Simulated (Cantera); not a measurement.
Charge: 1 mol Si, 0.89 mol SF6, 18 mol N2, held at 1023.15 K and 0.180 bar.

These are equilibrium values from Cantera (NASA tables, ideal gas, pure condensed phases), not measurements of a reactor. Candidate condensed phases: S, Si, Si3N4; 29 gas species. The tables' values for S2F2 (SSF2), SF3, FS2F (FSSF) are old estimates; treat these amounts as uncertain. Equilibrium is a limit: real reactors are often held back by kinetics, nucleation or transport.

Base state: N2 0.921, SiF4 0.0512, S2F2 (SSF2) 0.0182, SF4 0.00670, SF2 0.00204, SF3 0.000421, FS2F (FSSF) 1.14e-5, SF6 1.08e-5 (mole fractions); condensed: gas only.

**Question.** What changes in the equilibrium state with this change: SF6 from 0.89 to 2.1 mol?

**Answer.** 
```json
[
 {"species": "N2", "before": "0.921", "after": "0.853"},
 {"species": "SF4", "before": "0.00670", "after": "0.0918"},
 {"species": "SiF4", "before": "0.0512", "after": "0.0474"},
 {"species": "S2F2 (SSF2)", "before": "0.0182", "after": "5.02e-5"},
 {"species": "SF6", "before": "1.08e-5", "after": "0.00602"},
 {"species": "FS2F (FSSF)", "before": "1.14e-5", "after": "3.15e-8"},
 {"species": "SF2", "before": "0.00204", "after": "0.000685"},
 {"species": "SF3", "before": "0.000421", "after": "0.000902"}
]
```
The tables' values for SF3, S2F2 (SSF2) are old estimates; treat these amounts as uncertain.
